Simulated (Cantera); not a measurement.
Charge: 1 mol SiCl4, 1.5 mol NH3, 27 mol N2, at 20.0 Pa.

Equilibrium computed with Cantera from the NASA thermochemical tables; the gas is ideal and each condensed phase is pure. Candidate condensed phases: NH4Cl, Si, Si3N4; 28 gas species. Rates play no part.

### Question
Which condensed phases are stable at each of these points (T (°C)): 577, 677, 777, 877, 977, 1077, 1177, 1277?

### Answer
```
T (°C)  condensed phases  Si condensed (%)
------  ----------------  ----------------
577             Si3N4(s)              77.1
677             Si3N4(s)              80.3
777             Si3N4(s)              82.3
877             Si3N4(s)              80.4
977             Si3N4(s)              62.4
1077            Si3N4(s)              22.8
1177            gas only               0.0
1277            gas only               0.0
```

From 577 °C to 1077 °C the condensed part is Si3N4(s). From 1177 °C to 1277 °C nothing is condensed.
